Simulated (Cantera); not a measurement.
A closed system holds: 1 mol MgO, 0.93 mol CH₄, 1.6 mol CO, equilibrated at 53.0 mbar.

These are equilibrium values from Cantera (NASA tables, ideal gas, pure condensed phases), not measurements of a reactor. Candidate condensed phases: C, C₆H₆, C₇H₈, C₈H₁₈, H₂O, Mg, MgCO₃, MgO, Mg(OH)₂; 116 gas species. The tables' values for MgH are old estimates; treat these amounts as uncertain. Kinetics and transport are ignored. All values below are at 1800 K.

Base state: CO 0.475, H₂ 0.349, Mg 0.174, H 0.000919, MgH 0.000322, H₂O 2.37e-5 (mole fractions); condensed: MgO(s).

Task: What changes in the equilibrium state with this change: pressure from 53.0 mbar to 1.33 mbar?

Result: 
```csv
species,before,after
CO,0.475,0.473
H₂,0.349,0.344
Mg,0.174,0.175
H,0.000919,0.00575
CO₂,8.44e-6,0.000332
H₂O,2.37e-5,0.000924
MgH,0.000322,5.09e-5
"MgO(s), mol",0.0698,0.0632
```
